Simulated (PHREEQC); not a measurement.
1 kg of water holding 0.0052 mol Na2SO4, 0.0071 mol Na2CO3 and 0.062 mol KCl is evaporated at 60 °C; the solids stay in contact with the brine. No CO2 enters from the air. The run lets Arcanite, Burkeite, Glaserite, Halite, Kalicinite, Mirabilite, Misenite, Nahcolite, Natron, Sylvite, Thenardite, Trona precipitate or redissolve, and no other solid.

Model: Pitzer model, pitzer.dat, run in PHREEQC.

```json
[
 {"water left (kg)": "1", "ionic strength": "0.0969", "water activity": "0.997", "Sylvite (mol)": "0", "Arcanite (mol)": "0", "Glaserite (mol)": "0", "C in solution (mol/kgw)": "0.00710", "Na in solution (mol/kgw)": "0.0246"},
 {"water left (kg)": "0.6755", "ionic strength": "0.144", "water activity": "0.996", "Sylvite (mol)": "0", "Arcanite (mol)": "0", "Glaserite (mol)": "0", "C in solution (mol/kgw)": "0.0105", "Na in solution (mol/kgw)": "0.0364"},
 {"water left (kg)": "0.4563", "ionic strength": "0.214", "water activity": "(withheld)", "Sylvite (mol)": "0", "Arcanite (mol)": "0", "Glaserite (mol)": "0", "C in solution (mol/kgw)": "0.0156", "Na in solution (mol/kgw)": "0.0539"},
 {"water left (kg)": "0.2534", "ionic strength": "0.387", "water activity": "0.990", "Sylvite (mol)": "0", "Arcanite (mol)": "0", "Glaserite (mol)": "0", "C in solution (mol/kgw)": "0.0280", "Na in solution (mol/kgw)": "0.0971"},
 {"water left (kg)": "0.1712", "ionic strength": "0.574", "water activity": "0.985", "Sylvite (mol)": "0", "Arcanite (mol)": "0", "Glaserite (mol)": "0", "C in solution (mol/kgw)": "0.0415", "Na in solution (mol/kgw)": "0.144"},
 {"water left (kg)": "0.1156", "ionic strength": "0.850", "water activity": "0.978", "Sylvite (mol)": "0", "Arcanite (mol)": "0", "Glaserite (mol)": "0", "C in solution (mol/kgw)": "0.0614", "Na in solution (mol/kgw)": "0.213"},
 {"water left (kg)": "0.06421", "ionic strength": "1.53", "water activity": "(withheld)", "Sylvite (mol)": "0", "Arcanite (mol)": "0", "Glaserite (mol)": "0", "C in solution (mol/kgw)": "0.111", "Na in solution (mol/kgw)": "0.383"},
 {"water left (kg)": "0.04338", "ionic strength": "2.27", "water activity": "0.942", "Sylvite (mol)": "0", "Arcanite (mol)": "0", "Glaserite (mol)": "0", "C in solution (mol/kgw)": "0.164", "Na in solution (mol/kgw)": "0.567"},
 {"water left (kg)": "0.02933", "ionic strength": "(withheld)", "water activity": "0.913", "Sylvite (mol)": "0", "Arcanite (mol)": "0", "Glaserite (mol)": "0", "C in solution (mol/kgw)": "0.242", "Na in solution (mol/kgw)": "0.839"},
 {"water left (kg)": "0.01982", "ionic strength": "(withheld)", "water activity": "0.866", "Sylvite (mol)": "0", "Arcanite (mol)": "0", "Glaserite (mol)": "0", "C in solution (mol/kgw)": "0.358", "Na in solution (mol/kgw)": "1.24"},
 {"water left (kg)": "0.0134", "ionic strength": "6.82", "water activity": "0.801", "Sylvite (mol)": "0", "Arcanite (mol)": "0.00245", "Glaserite (mol)": "0", "C in solution (mol/kgw)": "0.530", "Na in solution (mol/kgw)": "(withheld)"},
 {"water left (kg)": "0.00746", "ionic strength": "8.83", "water activity": "0.735", "Sylvite (mol)": "0.0203", "Arcanite (mol)": "0", "Glaserite (mol)": "0.00210", "C in solution (mol/kgw)": "0.952", "Na in solution (mol/kgw)": "(withheld)"},
 {"water left (kg)": "0.005046", "ionic strength": "9.94", "water activity": "0.707", "Sylvite (mol)": "0.0349", "Arcanite (mol)": "0", "Glaserite (mol)": "0.00228", "C in solution (mol/kgw)": "1.41", "Na in solution (mol/kgw)": "4.42"}
]
```

Problem. Complete the blanks.

Solution. 
- 0.4563, water activity: 0.994
- 0.06421, water activity: 0.961
- 0.02933, ionic strength: 3.36
- 0.01982, ionic strength: 4.98
- 0.0134, Na in solution (mol/kgw): 1.84
- 0.00746, Na in solution (mol/kgw): 3.02

Complexes and solids missing from the database can't appear. At this temperature some constants are extrapolated from 25 °C, and those without enthalpy data are left unchanged.
